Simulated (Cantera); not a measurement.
Charge: 1 mol SO₂, 0.39 mol H₂O, at 952 °C and 1.80 bar.

These are equilibrium values from Cantera (NASA tables, ideal gas, pure condensed phases), not measurements of a reactor. Candidate condensed phases: H₂O, H₂SO₄, S; 19 gas species. Equilibrium is a limit: real reactors are often held back by kinetics, nucleation or transport.

Q: What is the equilibrium state?

A: 
```
Quantity                            Result
-------------------------------  ---------
x(SO₂)                               0.719
x(H₂O)                               0.281
x(SO₃)                             3.27e-5
x(H₂)                              2.75e-5
x(SO)                              5.10e-6
gas amount                       1.390 mol
log10 activity of S(l) (absent)      -5.00
```
